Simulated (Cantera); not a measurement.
What does this Cantera script print?

```python
import numpy as np
import cantera as ct

gas_names = """
    B BF BF2 BF3 BN BO BOF BOF2 BO2 B2 B2O B2O2 B2O3 B3O3F3 F FO FO2 F2 F2O N NF NF2 NF3 NO NO2 NO3 N2
    N2O O O2 O3
""".split()
cond_names = """
    B(b) B(L) BN(s) B2O3(L)
""".split()


# ... load() reads the species with a 1 bar reference pressure and builds the phases ...
atoms = {
    'B2O3': {'B': 2, 'O': 3},
    'NF3': {'N': 1, 'F': 3},
}
top_T = {'BN(s)': 3200}  # K; cautious upper limits of use, not melting points


# ... equilibrate(T, P, feed) seeds the gas with the atoms and calls Mixture.equilibrate('TP', solver="vcs", rtol=1e-11, max_steps=5000) ...
results = []
feed = {'B2O3': 1, 'NF3': 0.81}  # mol
P = 5300  # Pa
for T in [1225, 1275, 1325, 1375, 1425, 1475, 1525, 1575]:
    mix = equilibrate(T, P, feed)
    results.append((T, P, feed, dict(zip(mix.species_names, mix.species_moles))))

top = {s: max(r[3][s] / sum(r[3][g] for g in gas_names) for r in results) for s in gas_names}
cols = sorted((s for s in top if top[s] > 1e-05), key=lambda s: -top[s])[:6]
seen = [c for c in cond_names if any(r[3].get(c, 0) > 1e-12 for r in results)]
print("log10 of partial pressures in bar; condensed amounts in mol")
print(f"{'T/K':>10s}" + "".join(f"{s[:9]:>10s}" for s in cols + seen))
for T, P, feed, n in results:
    ng = sum(n[g] for g in gas_names)
    print(f"{T:10.4g}" + "".join(f"{np.log10(max(n[s] / ng * P / 1e5, 1e-99)):10.3f}" for s in cols)
          + "".join(f"{n.get(c, 0):10.4g}" for c in seen))
```

Result:

```
log10 of partial pressures in bar; condensed amounts in mol
       T/K       BOF       BF3        O2        N2    B3O3F3      B2O3   B2O3(L)
      1225    -3.087    -1.692    -1.757    -1.934    -2.568    -7.689    0.4916
      1275    -2.781    -1.703    -1.762    -1.938    -2.566    -7.036    0.4803
      1325    -2.503    -1.723    -1.771    -1.947    -2.575    -6.436    0.4621
      1375    -2.250    -1.757    -1.785    -1.961    -2.599    -5.881    0.4323
      1425    -2.025    -1.814    -1.808    -1.985    -2.647    -5.367    0.3838
      1475    -1.829    -1.908    -1.843    -2.020    -2.734    -4.890    0.3071
      1525    -1.668    -2.062    -1.891    -2.067    -2.882    -4.445    0.1932
      1575    -1.550    -2.302    -1.945    -2.121    -3.117    -4.031   0.04688
```

These are equilibrium values from Cantera (NASA tables, ideal gas, pure condensed phases), not measurements of a reactor.
